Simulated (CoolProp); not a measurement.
Properties of R245fa at several states (Tc = 427.0 K, pc = 3.651 MPa, ω = 0.378).

Computed with CoolProp (reference Helmholtz-energy equation of state, Akasaka 2015).

```csv
T (K),p (MPa),phase,density (kg/m³),isothermal compressibility (1/MPa)
358.1,0.095,gas,4.350,10.71
273.9,0.0719,liquid,1402,0.001713
290.4,16.9,liquid,1401,0.001538
422.4,0.0757,gas,2.910,13.31
403,5.15,liquid,1006,0.01687
```
